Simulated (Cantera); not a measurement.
Nitride etching: Si₃N₄ + H₂

A closed system holds: 1 mol Si₃N₄, 11 mol H₂, at 0.0638 Torr.

These are equilibrium values from Cantera (NASA tables, ideal gas, pure condensed phases), not measurements of a reactor. Candidate condensed phases: Si, Si₃N₄; 18 gas species. Mutual solubility and eutectic melting of coexisting phases are not modelled. The tables' values for SiN are old estimates; treat these amounts as uncertain. Rates play no part.

| T (K) | x H₂ | x N₂ | x H | x Si | x SiH | x Si₂N | n Si₃N₄(s) | n Si(s) |
|---|---|---|---|---|---|---|---|---|
| 1075 | 1.000 | 4.39e-6 | 1.59e-6 | 8.92e-11 | 3.01e-11 | <1e-12 | 1.000 | 0 |
| 1175 | 1.000 | 0.000152 | 1.33e-5 | 6.30e-9 | 1.03e-9 | 4.83e-12 | 0.999 | 0.00251 |
| 1275 | 0.997 | 0.00299 | 7.98e-5 | 2.27e-7 | 1.99e-8 | 4.93e-10 | 0.984 | 0.0495 |
| 1375 | 0.962 | 0.0379 | 0.000364 | 4.83e-6 | 2.46e-7 | 2.54e-8 | 0.783 | 0.650 |
| 1475 | 0.845 | 0.154 | 0.00129 | 6.77e-5 | 2.04e-6 | 5.10e-7 | 0 | 3.00 |
| 1575 | 0.842 | 0.153 | 0.00414 | 0.000675 | 1.37e-5 | 3.78e-6 | 0 | 2.99 |
| 1675 | 0.831 | 0.152 | 0.0115 | 0.00511 | 7.21e-5 | 2.18e-5 | 0 | 2.93 |
x: gas mole fraction; n: condensed amount in mol.

At 1075 K the condensed part is Si₃N₄(s). From 1175 K to 1375 K the condensed part is Si(s) + Si₃N₄(s). From 1475 K to 1675 K the condensed part is Si(s).
